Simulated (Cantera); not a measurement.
Feed: 1 mol MgO, 2.6 mol H₂S, 7.2 mol CO₂, equilibrated at 19.0 bar.

Method: chemical equilibrium by Gibbs-energy minimisation in Cantera with the NASA 1993 tables (ideal gas, pure condensed phases). Candidate condensed phases: C, C₆H₆, C₇H₈, C₈H₁₈, H₂O, H₂SO₄, Mg, MgCO₃, MgO, Mg(OH)₂, MgS, MgSO₄, S; 130 gas species. Gases not in the tables: S₃ to S₇. Kinetics and transport are ignored.

x: gas mole fraction; n: condensed amount in mol.

```tsv
T (°C)	x CO₂	x H₂S	x CO	x H₂O	x S₂	x COS	x H₂	x SO₂	n MgCO₃(s)	n MgO(s)
425	0.678	0.269	0.000711	0.0263	0.000274	0.0252	0.000265	3.64e-7	1.00	0
500	0.669	0.260	(withheld)	(withheld)	(withheld)	(withheld)	(withheld)	(withheld)	1.00	0
575	0.690	0.221	(withheld)	(withheld)	(withheld)	(withheld)	(withheld)	(withheld)	0	1.00
650	0.677	0.208	0.0111	0.0534	0.00637	0.0412	0.00179	3.85e-5	0	1.00
725	0.661	0.194	0.0209	0.0650	0.0117	0.0431	0.00297	0.000104	0	1.00
800	0.643	0.178	0.0346	0.0780	0.0190	0.0427	0.00454	0.000253	0	1.00
875	0.621	0.159	0.0518	0.0920	0.0280	0.0402	0.00649	0.000562	0	1.00
950	0.597	0.140	0.0716	0.106	0.0379	0.0365	0.00874	0.00116	0	1.00
1025	0.572	0.120	0.0929	0.121	0.0478	0.0321	0.0112	0.00224	0	1.00
1100	0.547	0.101	0.115	0.134	0.0568	0.0276	0.0137	0.00404	0	1.00
1175	0.521	0.0840	0.137	0.146	0.0643	0.0235	0.0161	0.00682	0	1.00
1250	0.496	0.0693	0.158	0.155	0.0697	0.0198	0.0185	0.0108	0	1.00
1325	0.470	0.0570	0.180	0.163	0.0729	0.0167	0.0208	0.0161	0	1.000
```

Complete the blanks.


- 500, x CO: 0.00202
- 500, x H₂O: 0.0350
- 500, x S₂: 0.00118
- 500, x COS: 0.0322
- 500, x H₂: 0.000542
- 500, x SO₂: 2.79e-6
- 575, x CO: 0.00511
- 575, x H₂O: 0.0430
- 575, x S₂: 0.00300
- 575, x COS: 0.0370
- 575, x H₂: 0.000985
- 575, x SO₂: 1.24e-5
